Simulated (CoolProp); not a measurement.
Vapour-liquid equilibrium of R134a (1) + R245fa (2) at 0.827 MPa; x and y are mole fractions of (1).

Model: multi-fluid Helmholtz-energy mixture model, Tillner-Roth 1994 and Akasaka 2015; pair parameters Akasaka 2014, in CoolProp.

```json
[
 {"x": "0.05", "bubble temperature, mixture model (K)": "351.2", "bubble temperature, Raoult's law (K)": "350.6", "y, mixture model": "0.119", "y, Raoult's law": "0.151"},
 {"x": "0.15", "bubble temperature, mixture model (K)": "344.2", "bubble temperature, Raoult's law (K)": "342.7", "y, mixture model": "0.320", "y, Raoult's law": "0.380"},
 {"x": "0.25", "bubble temperature, mixture model (K)": "337.8", "bubble temperature, Raoult's law (K)": "336.1", "y, mixture model": "0.478", "y, Raoult's law": "0.545"},
 {"x": "0.35", "bubble temperature, mixture model (K)": "332.1", "bubble temperature, Raoult's law (K)": "330.3", "y, mixture model": "0.603", "y, Raoult's law": "0.665"},
 {"x": "0.45", "bubble temperature, mixture model (K)": "327.0", "bubble temperature, Raoult's law (K)": "325.3", "y, mixture model": "0.702", "y, Raoult's law": "0.756"},
 {"x": "0.55", "bubble temperature, mixture model (K)": "322.3", "bubble temperature, Raoult's law (K)": "320.8", "y, mixture model": "0.783", "y, Raoult's law": "0.826"},
 {"x": "0.65", "bubble temperature, mixture model (K)": "318.1", "bubble temperature, Raoult's law (K)": "316.8", "y, mixture model": "0.848", "y, Raoult's law": "0.881"},
 {"x": "0.75", "bubble temperature, mixture model (K)": "314.1", "bubble temperature, Raoult's law (K)": "313.2", "y, mixture model": "0.902", "y, Raoult's law": "0.924"},
 {"x": "0.85", "bubble temperature, mixture model (K)": "310.5", "bubble temperature, Raoult's law (K)": "310.0", "y, mixture model": "0.947", "y, Raoult's law": "0.959"},
 {"x": "0.95", "bubble temperature, mixture model (K)": "307.2", "bubble temperature, Raoult's law (K)": "307.0", "y, mixture model": "0.984", "y, Raoult's law": "0.988"}
]
```

The largest gap from Raoult's law is +1.8 K in bubble temperature, at x = 0.35. No azeotrope shows between x = 0.05 and 0.95.

Pair parameters are fitted to limited data, so mixtures are less certain than the pure fluids.
